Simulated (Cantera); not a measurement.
What does this Cantera script print?

```python
import numpy as np
import cantera as ct

gas_names = [...]  # 136 gases of nasa_gas.yaml made of C, H, N, O
cond_names = """
    C(gr) C6H6(L) C7H8(L) C8H18(L),n-octa H2O(s) H2O(L)
""".split()


# ... load() reads the species with a 1 bar reference pressure and builds the phases ...
atoms = {
    'acetone': {'C': 3, 'H': 6, 'O': 1},
    'NH3': {'N': 1, 'H': 3},
}
top_T = {'C(gr)': 4500}  # K; cautious upper limits of use, not melting points


# ... equilibrate(T, P, feed) seeds the gas with the atoms and calls Mixture.equilibrate('TP', solver="vcs", rtol=1e-11, max_steps=5000) ...
results = []
T = 2623.15  # K
P = 100000  # Pa
for m in [0.038, 0.066, 0.11, 0.2, 0.34, 0.6, 1, 1.8]:
    feed = {'acetone': 1, 'NH3': m}  # mol
    mix = equilibrate(T, P, feed)
    results.append((T, P, feed, dict(zip(mix.species_names, mix.species_moles))))
    x = sorted(zip(gas.X, gas.species_names), reverse=True)
    print(f"T = {T:g} K  P = {P:g} Pa  n(NH3) = {m:g} mol  gas = {mix.phase_moles(0):.4g} mol")
    print("   x: " + "  ".join(f"{s} {v:.3e}" for v, s in x if v > 1e-06))
    print("   condensed (mol): " + ("  ".join(f"{mix.phase(i).name} {mix.phase_moles(i):.4g}"
          for i in range(1, mix.n_phases) if mix.phase_moles(i) > 1e-12) or "none"))
```

Output:

```
T = 2623.15 K  P = 100000 Pa  n(NH3) = 0.038 mol  gas = 4.149 mol
   x: H2 7.041e-01  CO 2.410e-01  H 3.536e-02  C2H2,acetylene 1.248e-02  HCN 3.880e-03  N2 2.372e-03  HNC 5.200e-04  C4H2 9.178e-05  CH4 6.159e-05  C2H 5.771e-05  CH3 5.403e-05  C2H2,vinylidene 1.446e-05  CN 1.330e-05  CH2 5.818e-06  C2H4 4.216e-06  H2O 3.087e-06  C3 3.078e-06  C3H3,propargyl 2.547e-06  C2H3,vinyl 2.212e-06  HCO 1.027e-06
   condensed (mol): C(gr) 1.875
T = 2623.15 K  P = 100000 Pa  n(NH3) = 0.066 mol  gas = 4.206 mol
   x: H2 7.032e-01  CO 2.377e-01  H 3.534e-02  C2H2,acetylene 1.247e-02  HCN 5.476e-03  N2 4.730e-03  HNC 7.338e-04  C4H2 9.166e-05  CH4 6.144e-05  C2H 5.767e-05  CH3 5.393e-05  CN 1.878e-05  C2H2,vinylidene 1.444e-05  CH2 5.811e-06  C2H4 4.206e-06  C3 3.078e-06  H2O 3.041e-06  C3H3,propargyl 2.543e-06  C2H3,vinyl 2.207e-06  HCO 1.012e-06
   condensed (mol): C(gr) 1.866
T = 2623.15 K  P = 100000 Pa  n(NH3) = 0.11 mol  gas = 4.296 mol
   x: H2 7.021e-01  CO 2.328e-01  H 3.531e-02  C2H2,acetylene 1.245e-02  N2 8.605e-03  HCN 7.380e-03  HNC 9.890e-04  C4H2 9.153e-05  CH4 6.126e-05  C2H 5.763e-05  CH3 5.381e-05  CN 2.533e-05  C2H2,vinylidene 1.442e-05  CH2 5.803e-06  C2H4 4.193e-06  C3 3.078e-06  H2O 2.973e-06  C3H3,propargyl 2.537e-06  C2H3,vinyl 2.203e-06  C2N2 1.351e-06
   condensed (mol): C(gr) 1.854
T = 2623.15 K  P = 100000 Pa  n(NH3) = 0.2 mol  gas = 4.479 mol
   x: H2 7.006e-01  CO 2.233e-01  H 3.527e-02  N2 1.652e-02  C2H2,acetylene 1.242e-02  HCN 1.021e-02  HNC 1.369e-03  C4H2 9.133e-05  CH4 6.099e-05  C2H 5.757e-05  CH3 5.363e-05  CN 3.509e-05  C2H2,vinylidene 1.439e-05  CH2 5.790e-06  C2H4 4.175e-06  C3 3.078e-06  H2O 2.846e-06  C2N2 2.593e-06  C3H3,propargyl 2.529e-06  C2H3,vinyl 2.195e-06
   condensed (mol): C(gr) 1.834
T = 2623.15 K  P = 100000 Pa  n(NH3) = 0.34 mol  gas = 4.764 mol
   x: H2 6.989e-01  CO 2.099e-01  H 3.523e-02  N2 2.811e-02  HCN 1.331e-02  C2H2,acetylene 1.239e-02  HNC 1.783e-03  C4H2 9.111e-05  CH4 6.070e-05  C2H 5.750e-05  CH3 5.344e-05  CN 4.578e-05  C2H2,vinylidene 1.436e-05  CH2 5.776e-06  C2N2 4.413e-06  C2H4 4.155e-06  C3 3.078e-06  H2O 2.669e-06  C3H3,propargyl 2.520e-06  C2H3,vinyl 2.187e-06
   condensed (mol): C(gr) 1.807
T = 2623.15 K  P = 100000 Pa  n(NH3) = 0.6 mol  gas = 5.293 mol
   x: H2 6.968e-01  CO 1.889e-01  N2 4.691e-02  H 3.518e-02  HCN 1.717e-02  C2H2,acetylene 1.235e-02  HNC 2.300e-03  C4H2 9.083e-05  CH4 6.033e-05  CN 5.914e-05  C2H 5.741e-05  CH3 5.320e-05  C2H2,vinylidene 1.431e-05  C2N2 7.364e-06  CH2 5.759e-06  C2H4 4.130e-06  C3 3.078e-06  C3H3,propargyl 2.508e-06  H2O 2.395e-06  C2H3,vinyl 2.177e-06  NH3 1.159e-06
   condensed (mol): C(gr) 1.762
T = 2623.15 K  P = 100000 Pa  n(NH3) = 1 mol  gas = 6.107 mol
   x: H2 6.947e-01  CO 1.637e-01  N2 6.996e-02  H 3.513e-02  HCN 2.093e-02  C2H2,acetylene 1.232e-02  HNC 2.805e-03  C4H2 9.056e-05  CN 7.222e-05  CH4 5.998e-05  C2H 5.733e-05  CH3 5.296e-05  C2H2,vinylidene 1.427e-05  C2N2 1.098e-05  CH2 5.742e-06  C2H4 4.105e-06  C3 3.078e-06  C3H3,propargyl 2.497e-06  C2H3,vinyl 2.168e-06  H2O 2.069e-06  NH3 1.410e-06
   condensed (mol): C(gr) 1.7
T = 2623.15 K  P = 100000 Pa  n(NH3) = 1.8 mol  gas = 7.735 mol
   x: H2 6.924e-01  CO 1.293e-01  N2 1.020e-01  H 3.507e-02  HCN 2.523e-02  C2H2,acetylene 1.228e-02  HNC 3.381e-03  C4H2 9.026e-05  CN 8.720e-05  CH4 5.957e-05  C2H 5.723e-05  CH3 5.269e-05  C2N2 1.601e-05  C2H2,vinylidene 1.422e-05  CH2 5.722e-06  C2H4 4.078e-06  C3 3.078e-06  C3H3,propargyl 2.484e-06  C2H3,vinyl 2.157e-06  NH3 1.693e-06  H2O 1.628e-06
   condensed (mol): C(gr) 1.583
```

Method: chemical equilibrium by Gibbs-energy minimisation in Cantera with the NASA 1993 tables (ideal gas, pure condensed phases). The feed counts by its element totals alone.
